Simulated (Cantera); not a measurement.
Cantera run:

```python
import numpy as np
import cantera as ct

gas_names = [...]  # 114 gases of nasa_gas.yaml made of C, Fe, H, O
cond_names = """
    C(gr) C6H6(L) C7H8(L) C8H18(L),n-octa Fe(a) Fe(c) Fe(d) Fe(L) FeC5O5(L) FeO(s) FeO(L) Fe(OH)2(s)
    Fe(OH)3(s) Fe2O3(s) Fe3O4(s) H2O(s) H2O(L)
""".split()


# ... load() reads the species with a 1 bar reference pressure and builds the phases ...
atoms = {
    'Fe(CO)5': {'Fe': 1, 'C': 5, 'O': 5},
    'O2': {'O': 2},
    'H2': {'H': 2},
}
top_T = {'C(gr)': 4500, 'Fe2O3(s)': 1830, 'Fe3O4(s)': 1870}  # K; cautious upper limits of use, not melting points


# ... equilibrate(T, P, feed) seeds the gas with the atoms and calls Mixture.equilibrate('TP', solver="vcs", rtol=1e-11, max_steps=5000) ...
results = []
feed = {'Fe(CO)5': 1, 'O2': 0.011, 'H2': 0.16}  # mol
T = 1573  # K
P = 133.322  # Pa
mix = equilibrate(T, P, feed)
results.append((T, P, feed, dict(zip(mix.species_names, mix.species_moles))))
print(gas.report(threshold=1e-05))
for i in range(1, mix.n_phases):
    print(f"{mix.phase(i).name:16s} {mix.phase_moles(i):12.5e} mol")
```

Result:

```
       temperature   1573 K
          pressure   133.32 Pa
           density   0.00027813 kg/m^3
  mean mol. weight   27.284 kg/kmol
   phase of matter   gas

                          1 kg             1 kmol
                     ---------------   ---------------
          enthalpy       -2.4409e+06       -6.6597e+07  J
   internal energy       -2.9203e+06       -7.9675e+07  J
           entropy             11162        3.0455e+05  J/K
    Gibbs function       -1.9999e+07       -5.4566e+08  J
 heat capacity c_p            1295.6             35348  J/K
 heat capacity c_v            990.83             27033  J/K

                      mass frac. Y      mole frac. X     chem. pot. / RT
                     ---------------   ---------------   ---------------
                CO           0.99019           0.96452            -42.02
               CO2         0.0062963         0.0039035           -72.684
                Fe         0.0010094        0.00049313           -6.6772
                 H        7.1888e-06        0.00019458           -14.426
                H2         0.0022562          0.030535           -28.851
               H2O        0.00023604        0.00035748           -59.515
     [ +108 minor]        1.3458e-07        1.1436e-07

C(gr)             0.00000e+00 mol
Fe(c)             9.97454e-01 mol
FeC5O5(L)         0.00000e+00 mol
FeO(s)            0.00000e+00 mol
Fe2O3(s)          0.00000e+00 mol
Fe3O4(s)          0.00000e+00 mol
```

Method: chemical equilibrium by Gibbs-energy minimisation in Cantera with the NASA 1993 tables (ideal gas, pure condensed phases).
